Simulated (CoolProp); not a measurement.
Vapour-liquid equilibrium of cyclohexane (1) + n-dodecane (2) at 402.3 K; x and y are mole fractions of (1).

The numbers come from the multi-fluid Helmholtz-energy mixture model, Zhou 2014 and Lemmon 2004; pair parameters Bell 2016 in CoolProp.

```json
[
 {"x": "0.05", "bubble pressure, mixture model (bar)": "___", "bubble pressure, Raoult's law (bar)": "0.2453", "y, mixture model": "0.662", "y, Raoult's law": "0.725"},
 {"x": "0.125", "bubble pressure, mixture model (bar)": "0.4087", "bubble pressure, Raoult's law (bar)": "0.5068", "y, mixture model": "0.843", "y, Raoult's law": "0.877"},
 {"x": "0.2", "bubble pressure, mixture model (bar)": "0.6278", "bubble pressure, Raoult's law (bar)": "0.7682", "y, mixture model": "0.906", "y, Raoult's law": "0.926"},
 {"x": "0.275", "bubble pressure, mixture model (bar)": "0.8598", "bubble pressure, Raoult's law (bar)": "1.030", "y, mixture model": "___", "y, Raoult's law": "0.950"},
 {"x": "0.35", "bubble pressure, mixture model (bar)": "___", "bubble pressure, Raoult's law (bar)": "1.291", "y, mixture model": "0.955", "y, Raoult's law": "0.964"},
 {"x": "0.425", "bubble pressure, mixture model (bar)": "1.361", "bubble pressure, Raoult's law (bar)": "1.553", "y, mixture model": "0.968", "y, Raoult's law": "0.974"},
 {"x": "0.5", "bubble pressure, mixture model (bar)": "1.628", "bubble pressure, Raoult's law (bar)": "1.814", "y, mixture model": "0.976", "y, Raoult's law": "0.980"},
 {"x": "0.575", "bubble pressure, mixture model (bar)": "1.904", "bubble pressure, Raoult's law (bar)": "2.075", "y, mixture model": "0.983", "y, Raoult's law": "0.985"},
 {"x": "0.65", "bubble pressure, mixture model (bar)": "2.188", "bubble pressure, Raoult's law (bar)": "2.337", "y, mixture model": "0.987", "y, Raoult's law": "0.989"},
 {"x": "0.725", "bubble pressure, mixture model (bar)": "___", "bubble pressure, Raoult's law (bar)": "2.598", "y, mixture model": "0.991", "y, Raoult's law": "0.992"},
 {"x": "0.8", "bubble pressure, mixture model (bar)": "___", "bubble pressure, Raoult's law (bar)": "2.860", "y, mixture model": "___", "y, Raoult's law": "0.995"},
 {"x": "0.875", "bubble pressure, mixture model (bar)": "3.066", "bubble pressure, Raoult's law (bar)": "3.121", "y, mixture model": "0.997", "y, Raoult's law": "0.997"},
 {"x": "0.95", "bubble pressure, mixture model (bar)": "3.362", "bubble pressure, Raoult's law (bar)": "3.383", "y, mixture model": "0.999", "y, Raoult's law": "0.999"}
]
```

Some entries are withheld; supply them.


- 0.05, bubble pressure, mixture model (bar): 0.2021
- 0.275, y, mixture model: 0.937
- 0.35, bubble pressure, mixture model (bar): 1.104
- 0.725, bubble pressure, mixture model (bar): 2.477
- 0.8, bubble pressure, mixture model (bar): 2.771
- 0.8, y, mixture model: 0.994

The largest gap from Raoult's law is -19.4 % in bubble pressure, at x = 0.125. No azeotrope shows between x = 0.05 and 0.95.

The pair parameters rest on a limited set of measurements; away from them the model extrapolates.
